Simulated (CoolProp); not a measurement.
Computed with CoolProp (reference Helmholtz-energy equation of state, Thol 2015).

Give the vapour pressure (bar), vapour density (kg/m³), liquid cp (kJ/(kg K)) of saturated octamethylcyclotetrasiloxane (D4) at 402.4, 447.5, 462.6 K.


```
T (K)  p (bar)  vapour density (kg/m³)  liquid cp (kJ/(kg K))
-----  -------  ----------------------  ---------------------
402.4    0.260                    2.37                   1.88
447.5    0.978                    8.43                   1.99
462.6     1.42                    12.1                   2.03
```
